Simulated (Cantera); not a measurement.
Charge: 1 mol Si, 1.1 mol O₂, 100 mol H₂, equilibrated at 10.0 mbar.

These are equilibrium values from Cantera (NASA tables, ideal gas, pure condensed phases), not measurements of a reactor. Candidate condensed phases: H₂O, Si, SiO₂; 18 gas species. The tables hold silica as quartz up to 1696 K and as liquid above; real silica turns to tridymite and cristobalite and melts near 1996 K. Rates play no part. All values below are at 1225 K.

Base state: H₂ 0.998, H₂O 0.00200 (mole fractions); condensed: SiO₂(β-quartz).

**Question.** What changes in the equilibrium state with this change: 1.4 mol Cl₂ added?

**Answer.** 
```tsv
species	before	after
H₂	0.998	0.970
HCl	0	0.0276
H₂O	0.00200	0.00197
SiO₂(β-quartz), mol	1.00	1.00
```

**Question.** What changes in the equilibrium state with this change: Si replaced by Si₃N₄?

**Answer.** 
```tsv
species	before	after
H₂	0.998	0.993
N₂	0	0.00727
H₂O	0.00200	1.55e-5
SiO₂(β-quartz), mol	1.00	0.466
Si₂N₂O(s), mol	0	1.27
```
Mutual solubility and eutectic melting of coexisting phases are not modelled. Further candidate phases: Si₂N₂O, Si₃N₄.
